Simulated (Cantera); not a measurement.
Input: 1 mol CH4, 0.045 mol O2, 17 mol N2, equilibrated at 673 K and 15000 Pa.

These are equilibrium values from Cantera (NASA tables, ideal gas, pure condensed phases), not measurements of a reactor. Candidate condensed phases: C, C6H6, C7H8, C8H18, H2O; 136 gas species. Rates play no part.

Base state: N2 0.906, H2 0.0760, CH4 0.0132, H2O 0.00405, CO 0.000326, CO2 0.000213, NH3 4.03e-5 (mole fractions); condensed: C(graphite).

### Question
What changes in the equilibrium state with this change: O2 from 0.045 to 1.3 mol?

### Answer
```
species             before    after
----------------  --------  -------
N2                   0.906    0.857
H2                  0.0760   0.0496
H2O                0.00405   0.0428
CO2               0.000213   0.0422
CH4                 0.0132  0.00425
CO                0.000326  0.00400
NH3                4.03e-5  2.06e-5
C(graphite), mol     0.742        0
```
